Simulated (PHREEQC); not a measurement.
**Metal-bearing waste water**

Consider water at 75 °C with 0.065 mol/kgw Pb(NO3)2 and 0.0038 mol/kgw ZnCl2. Closed to the air; pH follows from the charge balance.

All values are PHREEQC results (ion-association model, phreeqc.dat), not measurements.

No solid was allowed to form.

Predict the pH.

pH 4.48.

In which forms is Pb present?

Pb+2 64 %, PbNO3+ 29 %, PbCl+ 6.7 % of the Pb.

Saturation is exceeded, for instance for Pb(OH)2; the values hold only as long as no solid forms. Complexes and solids missing from the database can't appear. Away from 25 °C the constants follow the database's enthalpies or fits; those with neither stay at their 25 °C values.
